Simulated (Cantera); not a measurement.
A Cantera script and what it prints.

```python
import numpy as np
import cantera as ct

gas_names = """
    H H2 N NH NH2 NH3 N2 N2H2 N2H4 Si SiH SiH2 SiH3 SiH4 SiN Si2 Si2N Si3
""".split()
cond_names = """
    Si(cr) Si(L) Si3N4(a)
""".split()


# ... load() reads the species with a 1 bar reference pressure and builds the phases ...
atoms = {
    'SiH4': {'Si': 1, 'H': 4},
    'N2': {'N': 2},
}
top_T = {'Si3N4(a)': 2400}  # K; cautious upper limits of use, not melting points


# ... equilibrate(T, P, feed) seeds the gas with the atoms and calls Mixture.equilibrate('TP', solver="vcs", rtol=1e-11, max_steps=5000) ...
results = []
feed = {'SiH4': 1, 'N2': 11}  # mol
T = 750  # K
P = 1600  # Pa
mix = equilibrate(T, P, feed)
results.append((T, P, feed, dict(zip(mix.species_names, mix.species_moles))))
x = sorted(zip(gas.X, gas.species_names), reverse=True)
print(f"T = {T:g} K  P = {P:g} Pa  gas = {mix.phase_moles(0):.4g} mol")
print("   x: " + "  ".join(f"{s} {v:.3e}" for v, s in x if v > 0.0001))
print("   condensed (mol): " + ("  ".join(f"{mix.phase(i).name} {mix.phase_moles(i):.4g}"
      for i in range(1, mix.n_phases) if mix.phase_moles(i) > 1e-12) or "none"))
```

Result:

```
T = 750 K  P = 1600 Pa  gas = 12.33 mol
   x: N2 8.378e-01  H2 1.622e-01
   condensed (mol): Si3N4(a) 0.3333
```

These are equilibrium values from Cantera (NASA tables, ideal gas, pure condensed phases), not measurements of a reactor. N2 is the only nitrogen source here; it is nearly inert below about 1500 K, so the nitride shown seldom forms there in practice.
